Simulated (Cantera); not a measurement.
Charge: 1 mol SiH2Cl2, 0.12 mol H2O, 2.6 mol N2, at 0.133 bar.

Equilibrium computed with Cantera from the NASA thermochemical tables; the gas is ideal and each condensed phase is pure. Candidate condensed phases: H2O, NH4Cl, Si, SiO2, Si2N2O, Si3N4; 47 gas species. N2 is the only nitrogen source here; it is nearly inert below about 1500 K, so the nitride shown seldom forms there in practice. Mutual solubility and eutectic melting of coexisting phases are not modelled. Gases not in the tables: Si2H6 and higher silanes. Equilibrium is a limit: real reactors are often held back by kinetics, nucleation or transport.

Problem. Which condensed phases are stable at each of these points (T (K)): 750, 900, 1050, 1200, 1350, 1500, 1650, 1800, 1950, 2100?

Solution. 
| T (K) | condensed phases | Si condensed (%) |
|---|---|---|
| 750 | Si2N2O(s) + Si3N4(s) | 71.7 |
| 900 | Si2N2O(s) + Si3N4(s) | 75.2 |
| 1050 | Si2N2O(s) + Si3N4(s) | 77.6 |
| 1200 | Si2N2O(s) + Si3N4(s) | 79.2 |
| 1350 | Si2N2O(s) + Si3N4(s) | 79.5 |
| 1500 | Si2N2O(s) + Si3N4(s) | 75.1 |
| 1650 | Si2N2O(s) + Si3N4(s) | 59.4 |
| 1800 | Si2N2O(s) + Si3N4(s) | 38.9 |
| 1950 | Si(l) | 13.6 |
| 2100 | Si(l) | 14.4 |

From 750 K to 1800 K the condensed part is Si2N2O(s) + Si3N4(s). From 1950 K to 2100 K the condensed part is Si(l).
